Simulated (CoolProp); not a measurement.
A closed Brayton cycle with carbon dioxide: compressor inlet 314.15 K and 8.3 MPa, high pressure 28.5 MPa, turbine inlet 965 K, compressor efficiency 0.85, turbine efficiency 0.93, recuperator effectiveness 0.8 (on enthalpy, no pinch check). Each further row changes one setting.

Computed with CoolProp (reference Helmholtz-energy equation of state, Span 1996).

```
case                           thermal efficiency (%)  net work (kJ/kg)  compressor to turbine work  compressor exit (K)  turbine exit (K)
-----------------------------  ----------------------  ----------------  --------------------------  -------------------  ----------------
as stated                                        36.2               141                        0.28                400.3             798.5
turbine inlet 915 K                                 …               130                        0.29                400.3             754.2
compressor inlet 324.15 K                        35.2               129                        0.34                    …             798.5
high pressure 24.2 MPa                              …               127                        0.26                388.6                 …
recuperator effectiveness 0.5                    26.7               141                        0.28                400.3             798.5
```

**Question.** What belongs in the gaps?

**Answer.** 
- turbine inlet 915 K, thermal efficiency (%): 35.3
- compressor inlet 324.15 K, compressor exit (K): 427.0
- high pressure 24.2 MPa, thermal efficiency (%): 34.4
- high pressure 24.2 MPa, turbine exit (K): 819.7
